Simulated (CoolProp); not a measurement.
Properties of o-xylene along the isobar 0.994 MPa (Tc = 357.1 °C, pc = 3.737 MPa, ω = 0.312).

Values from CoolProp's reference Helmholtz-energy equation of state, Zhou 2012.

| T (°C) | phase | cv (kJ/(kg K)) | conductivity (mW/(m K)) |
|---|---|---|---|
| 98.45 | liquid | 1.596 | 112 |
| 115.05 | liquid | 1.650 | 108 |
| 131.65 | liquid | 1.705 | 104 |
| 148.25 | liquid | 1.759 | 100 |
| 164.85 | liquid | 1.814 | 96.5 |
| 181.35 | liquid | 1.868 | 93.0 |
| 197.95 | liquid | ___ | 89.6 |
| 214.55 | liquid | 1.976 | ___ |
| 231.15 | liquid | 2.029 | 83.5 |
| 247.75 | liquid | 2.083 | ___ |
| 264.35 | gas | 2.102 | 36.8 |
| 280.85 | gas | 2.125 | 38.3 |

What belongs in the gaps?


- 197.95, cv (kJ/(kg K)): 1.922
- 214.55, conductivity (mW/(m K)): 86.4
- 247.75, conductivity (mW/(m K)): 80.9

Thermal conductivity comes from a separate model (Mylona 2014).
